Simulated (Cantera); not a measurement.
What does this Cantera script print?

```python
import numpy as np
import cantera as ct

gas_names = [...]  # 95 gases of nasa_gas.yaml made of C, F, H
cond_names = """
    C(gr) C6H6(L) C7H8(L) C8H18(L),n-octa
""".split()


# ... load() reads the species with a 1 bar reference pressure and builds the phases ...
atoms = {
    'CH2F2': {'C': 1, 'H': 2, 'F': 2},
}
top_T = {'C(gr)': 4500}  # K; cautious upper limits of use, not melting points


# ... equilibrate(T, P, feed) seeds the gas with the atoms and calls Mixture.equilibrate('TP', solver="vcs", rtol=1e-11, max_steps=5000) ...
results = []
feed = {'CH2F2': 1}  # mol
T = 1048.15  # K
P = 133.322  # Pa
mix = equilibrate(T, P, feed)
results.append((T, P, feed, dict(zip(mix.species_names, mix.species_moles))))
print(gas.report(threshold=1e-05))
for i in range(1, mix.n_phases):
    print(f"{mix.phase(i).name:16s} {mix.phase_moles(i):12.5e} mol")
```

Output:

```
       temperature   1048.2 K
          pressure   133.32 Pa
           density   0.00030606 kg/m^3
  mean mol. weight   20.006 kg/kmol
   phase of matter   gas

                          1 kg             1 kmol
                     ---------------   ---------------
          enthalpy       -1.2518e+07       -2.5045e+08  J
   internal energy       -1.2954e+07       -2.5916e+08  J
           entropy             13283        2.6574e+05  J/K
    Gibbs function       -2.6441e+07       -5.2899e+08  J
 heat capacity c_p            1518.9             30388  J/K
 heat capacity c_v            1103.3             22073  J/K

                      mass frac. Y      mole frac. X     chem. pot. / RT
                     ---------------   ---------------   ---------------
                HF                 1                 1             -60.7
     [  +94 minor]        7.9132e-07        5.0253e-07

C(gr)             1.00000e+00 mol
```

Method: chemical equilibrium by Gibbs-energy minimisation in Cantera with the NASA 1993 tables (ideal gas, pure condensed phases).
